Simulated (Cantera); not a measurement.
Cantera run:

```python
import numpy as np
import cantera as ct

gas_names = """
    H H2 N NH NH2 NH3 N2 N2H2 N2H4 Pb Pb2
""".split()
cond_names = """
    Pb(cr) Pb(L)
""".split()


def load(file, names, dense=False):
    # The tables refer to 1 bar. Condensed volumes are neglected.
    table = {s.name: s for s in ct.Species.list_from_file(file)}
    out = []
    for n in names:
        d = dict(table[n].input_data)
        d["thermo"] = dict(d["thermo"], **{"reference-pressure": 1e5})
        if dense:
            d["equation-of-state"] = {"model": "constant-volume", "density": "1e6 g/cm^3"}
        out.append(ct.Species.from_dict(d))
    return out


gas = ct.Solution(thermo="ideal-gas", species=load("nasa_gas.yaml", gas_names))
cond = {s.name: ct.Solution(thermo="fixed-stoichiometry", species=[s], name=s.name)
        for s in load("nasa_condensed.yaml", cond_names, dense=True)}
atoms = {
    'Pb': {'Pb': 1},
    'H2': {'H': 2},
    'N2': {'N': 2},
}
top_T = {}  # K; cautious upper limits of use, not melting points


def equilibrate(T, P, feed):
    n = {}
    for name, mol in feed.items():
        for a, k in atoms[name].items():
            n[a] = n.get(a, 0.0) + k * mol
    gas.TPX = T, P, n
    mass = sum(n.values()) * gas.mean_molecular_weight
    gas.equilibrate("TP")
    valid = [c for c in cond.values() if c.min_temp <= T <= top_T.get(c.name, c.max_temp)]
    mix = ct.Mixture([(gas, mass / gas.mean_molecular_weight)] + [(c, 0.0) for c in valid])
    mix.T, mix.P = T, P
    mix.equilibrate("TP", solver="vcs", rtol=1e-11, max_steps=5000)
    return mix


results = []
T = 850  # K
P = 63  # Pa
for m in [0.1, 0.2, 0.38, 0.72, 1.4, 2.6, 5, 9.5, 18, 35, 67]:
    feed = {'Pb': 1, 'H2': 1.1, 'N2': m}  # mol
    mix = equilibrate(T, P, feed)
    results.append((T, P, feed, dict(zip(mix.species_names, mix.species_moles))))
    x = sorted(zip(gas.X, gas.species_names), reverse=True)
    print(f"T = {T:g} K  P = {P:g} Pa  n(N2) = {m:g} mol  gas = {mix.phase_moles(0):.4g} mol")
    print("   x: " + "  ".join(f"{s} {v:.3e}" for v, s in x if v > 1e-05))
    print("   condensed (mol): " + ("  ".join(f"{mix.phase(i).name} {mix.phase_moles(i):.4g}"
          for i in range(1, mix.n_phases) if mix.phase_moles(i) > 1e-12) or "none"))
```

Result:

```
T = 850 K  P = 63 Pa  n(N2) = 0.1 mol  gas = 1.201 mol
   x: H2 9.162e-01  N2 8.329e-02  Pb 5.052e-04
   condensed (mol): Pb(L) 0.9994
T = 850 K  P = 63 Pa  n(N2) = 0.2 mol  gas = 1.301 mol
   x: H2 8.457e-01  N2 1.538e-01  Pb 5.052e-04
   condensed (mol): Pb(L) 0.9993
T = 850 K  P = 63 Pa  n(N2) = 0.38 mol  gas = 1.481 mol
   x: H2 7.429e-01  N2 2.566e-01  Pb 5.052e-04
   condensed (mol): Pb(L) 0.9993
T = 850 K  P = 63 Pa  n(N2) = 0.72 mol  gas = 1.821 mol
   x: H2 6.041e-01  N2 3.954e-01  Pb 5.052e-04
   condensed (mol): Pb(L) 0.9991
T = 850 K  P = 63 Pa  n(N2) = 1.4 mol  gas = 2.501 mol
   x: N2 5.597e-01  H2 4.398e-01  Pb 5.052e-04
   condensed (mol): Pb(L) 0.9987
T = 850 K  P = 63 Pa  n(N2) = 2.6 mol  gas = 3.702 mol
   x: N2 7.023e-01  H2 2.971e-01  Pb 5.052e-04
   condensed (mol): Pb(L) 0.9981
T = 850 K  P = 63 Pa  n(N2) = 5 mol  gas = 6.103 mol
   x: N2 8.193e-01  H2 1.802e-01  Pb 5.052e-04
   condensed (mol): Pb(L) 0.9969
T = 850 K  P = 63 Pa  n(N2) = 9.5 mol  gas = 10.61 mol
   x: N2 8.958e-01  H2 1.037e-01  Pb 5.052e-04
   condensed (mol): Pb(L) 0.9946
T = 850 K  P = 63 Pa  n(N2) = 18 mol  gas = 19.11 mol
   x: N2 9.419e-01  H2 5.756e-02  Pb 5.052e-04
   condensed (mol): Pb(L) 0.9903
T = 850 K  P = 63 Pa  n(N2) = 35 mol  gas = 36.12 mol
   x: N2 9.690e-01  H2 3.046e-02  Pb 5.052e-04
   condensed (mol): Pb(L) 0.9818
T = 850 K  P = 63 Pa  n(N2) = 67 mol  gas = 68.13 mol
   x: N2 9.834e-01  H2 1.614e-02  Pb 5.052e-04
   condensed (mol): Pb(L) 0.9656
```

Cantera equilibrium calculation (NASA polynomials, part measured and part estimated; ideal gas, pure solids and liquids).
